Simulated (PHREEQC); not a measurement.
Solution (25 °C): 5 mmol/kgw HF, 1.8 mmol/kgw (NH4)2SiF6 and 95 mmol/kgw H3PO4. Closed to the air; pH follows from the charge balance.

The numbers come from PHREEQC with the ion-association model, wateq4f.dat.

No solid was allowed to form.

Problem. Estimate the pH, ionic strength.

Solution. pH 1.66; ionic strength 0.0305 mol/kgw.

Problem. In which forms is Si present?

Solution. SiF6-2 93 %, H4SiO4 6.9 % of the Si.

Examples of supersaturated solids here: Quartz (slow to form). Others may be too. Species that the database lacks are ignored. H3PO4, which wateq4f.dat lacks, is added to it with the constant of phreeqc.dat. SiF6-2 is the database's only silicon fluoride.
